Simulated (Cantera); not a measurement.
Input: 1 mol SiHCl3, 0.41 mol N2, a varied amount of H2, at 0.460 bar.

Method: chemical equilibrium by Gibbs-energy minimisation in Cantera with the NASA 1993 tables (ideal gas, pure condensed phases). Candidate condensed phases: NH4Cl, Si, Si3N4; 28 gas species. N2 is the only nitrogen source here; it is nearly inert below about 1500 K, so the nitride shown seldom forms there in practice. Mutual solubility and eutectic melting of coexisting phases are not modelled. The tables' values for SiCl3 are old estimates. Kinetics and transport are ignored.

Stable condensed phases, one row left out:

```
T in °C \ n(H2) in mol
         2.9 7.2  11  16  20  24  29  33  37  41
   1500    A   A   A   B   B   B   B   C   C   C
   1350    A   A   A   A   A   A   A   A   A   B
   1275    A   A   A   A   A   A   A   A   A   A
   1200    A   A   A   A   A   A   A   A   A   A
   1125    A   A   A   A   A   A   A   A   A   A
   1050    A   A   A   A   A   A   A   A   A   A
    975    A   A   A   A   A   A   A   A   A   A
    900    A   A   A   A   A   A   A   A   A   A
    825    A   A   A   A   A   A   A   A   A   A
```

A: Si3N4; B: Si + Si3N4; C: Si.

Problem. Give the row for 1425 °C.

Solution. 2.9: Si3N4; 7.2: Si3N4; 11: Si3N4; 16: Si3N4; 20: Si3N4; 24: Si3N4; 29: Si + Si3N4; 33: Si + Si3N4; 37: Si + Si3N4; 41: Si + Si3N4.
